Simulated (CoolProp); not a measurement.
Vapour-liquid equilibrium of R22 (1) + R134a (2) at 254.9 K; x and y are mole fractions of (1).

Computed with CoolProp (multi-fluid Helmholtz-energy mixture model, Kamei 1995 and Tillner-Roth 1994; pair parameters Bell 2016).

| x | bubble pressure, mixture model (bar) | bubble pressure, Raoult's law (bar) | y, mixture model | y, Raoult's law |
|---|---|---|---|---|
| 0.05 | (withheld) | 1.490 | 0.096 | 0.088 |
| 0.2 | (withheld) | 1.669 | (withheld) | 0.314 |
| 0.35 | (withheld) | 1.848 | 0.497 | 0.497 |
| 0.5 | 2.101 | 2.027 | (withheld) | 0.647 |
| 0.65 | (withheld) | 2.206 | 0.757 | 0.773 |
| 0.8 | (withheld) | 2.384 | (withheld) | 0.880 |
| 0.95 | 2.574 | 2.563 | 0.967 | 0.972 |

Question: Complete the blanks.

Answer: 
- 0.05, bubble pressure, mixture model (bar): 1.510
- 0.2, bubble pressure, mixture model (bar): 1.727
- 0.2, y, mixture model: 0.325
- 0.35, bubble pressure, mixture model (bar): 1.922
- 0.5, y, mixture model: 0.637
- 0.65, bubble pressure, mixture model (bar): 2.267
- 0.8, bubble pressure, mixture model (bar): 2.424
- 0.8, y, mixture model: 0.865

The largest gap from Raoult's law is +4.0 % in bubble pressure, at x = 0.35. No azeotrope shows between x = 0.05 and 0.95.

Pair parameters are fitted to limited data, so mixtures are less certain than the pure fluids.
